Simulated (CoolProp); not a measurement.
Saturation properties of methane (Tc = 190.6 K, pc = 4.599 MPa, ω = 0.011).

The numbers come from the reference Helmholtz-energy equation of state, Setzmann 1991 in CoolProp.

```
T (K)  p (MPa)  liquid viscosity (µPa s)  liquid conductivity (mW/(m K))
-----  -------  ------------------------  ------------------------------
120.9   0.2039                      96.4                             171
125.4   0.2758                      88.4                             164
129.9   0.3651                      81.3                             158
134.4   0.4742                      75.1                             152
138.9   0.6054                      69.4                             145
143.5   0.7651                      64.1                             139
148     0.9489                      59.4                             132
152.5    1.162                      54.9                             126
157      1.409                      50.8                             119
```

It boils at 111.7 K under 1 atm.

Viscosity comes from a separate model (Quiñones-Cisneros 2006). Thermal conductivity comes from a separate model (Friend 1989).
